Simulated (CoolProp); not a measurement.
Vapour-liquid equilibrium of CHF3 (R23) (1) + R125 (2) at 1200 kPa; x and y are mole fractions of (1).

Computed with CoolProp (multi-fluid Helmholtz-energy mixture model, Penoncello 2003 and Lemmon 2005; pair parameters Bell 2016).

| x | bubble temperature (K) | y at the bubble point | dew temperature at overall composition x (K) | liquid density (mol/L) |
|---|---|---|---|---|
| 0.05 | 289.8 | 0.109 | 291.5 | 10.45 |
| 0.2 | 280.6 | 0.386 | 286.9 | 11.34 |
| 0.35 | 272.4 | 0.591 | 281.9 | 12.27 |
| 0.5 | 265.4 | 0.738 | 276.2 | 13.24 |
| 0.65 | 259.4 | 0.844 | 269.7 | 14.27 |
| 0.8 | 254.3 | 0.922 | 262.0 | 15.38 |
| 0.95 | 249.8 | 0.983 | 252.3 | 16.60 |

No azeotrope shows between x = 0.05 and 0.95.

Pair parameters are fitted to limited data, so mixtures are less certain than the pure fluids.
